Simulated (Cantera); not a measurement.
A closed system holds: 1 mol trisilylamine, 24 mol NH₃, 0.48 mol H₂.

These are equilibrium values from Cantera (NASA tables, ideal gas, pure condensed phases), not measurements of a reactor. Candidate condensed phases: Si, Si₃N₄; 18 gas species. The feed counts by its element totals alone. Kinetics and transport are ignored.

Stable condensed phases, one row left out:

```
T in °C \ P in Pa
              5     26    140    710   3700  19000 100000
   1800       A      A      A      B      B      B      B
   1700       A      A      B      B      B      B      C
   1600       A      B      B      B      B      C      C
   1500       B      B      B      B      C      C      C
   1400       B      B      B      C      C      C      C
   1300       B      B      C      C      C      C      C
   1100       C      C      C      C      C      C      C
   1000       C      C      C      C      C      C      C
    900       C      C      C      C      C      C      C
    800       C      C      C      C      C      C      C
    700       C      C      C      C      C      C      C
    600       C      C      C      C      C      C      C
```

A: gas only; B: Si; C: Si₃N₄.

Task: Give the row for 1200 °C.

Result: 5: Si; 26: Si₃N₄; 140: Si₃N₄; 710: Si₃N₄; 3700: Si₃N₄; 19000: Si₃N₄; 100000: Si₃N₄.
